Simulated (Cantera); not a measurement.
**Premixed flame**

A freely propagating, adiabatic, planar premixed flame of H₂ : O₂ : N₂ : H₂O = 1 : 0.667 : 2.51 : 0.15 (molar parts), equivalence ratio 0.75, unburnt at 375 K and 2.30 bar; multicomponent+Soret transport, grid criteria slope 0.08 and curve 0.16, no radiation.

Computed with Cantera and the H2/O2 subset of GRI-Mech 3.0, which has no nitrogen chemistry. The hydrogen kinetics of GRI-Mech 3.0 are dated; newer H2 mechanisms differ, most at raised pressure. Burning velocities carry a grid error of a few per cent, more on coarse grids.

```csv
z (mm),T (K),u (m/s),x H₂,x O₂,x H₂O,x H,x OH,x H₂O₂
-0.408,375,1.38,0.231,0.154,0.0347,<1e-8,<1e-8,<1e-8
-0.272,375,1.37,0.228,0.155,0.0348,<1e-8,<1e-8,1.85e-8
-0.204,376,1.37,0.224,0.156,0.0350,<1e-8,<1e-8,1.38e-7
-0.136,382,1.36,0.207,0.159,0.0361,<1e-8,<1e-8,2.33e-6
-0.0680,516,1.74,0.149,0.164,0.0521,7.99e-6,2.76e-5,8.41e-5
-0.0340,861,2.84,0.110,0.147,0.0967,0.000970,0.000649,0.000107
0,1246,4.09,0.0669,0.113,0.163,0.00539,0.00215,2.86e-5
0.0340,1507,4.95,0.0341,0.0805,0.218,0.00899,0.00537,6.01e-6
0.0680,1657,5.44,0.0191,0.0636,0.246,0.00872,0.00812,3.39e-6
0.136,1809,5.92,0.0106,0.0538,0.264,0.00538,0.00972,1.81e-6
0.272,1926,6.27,0.00609,0.0502,0.276,0.00212,0.00858,1.00e-6
0.544,1995,6.47,0.00276,0.0488,0.284,0.000595,0.00620,5.75e-7
1.09,2027,6.56,0.00104,0.0486,0.288,0.000133,0.00397,3.30e-7
```
x: mole fraction of selected species; z is measured from the peak of heat release.

- laminar burning velocity: 138 cm/s
- thermal thickness: 0.136 mm
- peak x(H): 0.00926
- peak x(OH): 0.00972
- peak x(H₂O₂): 0.000119
- grid points: 111
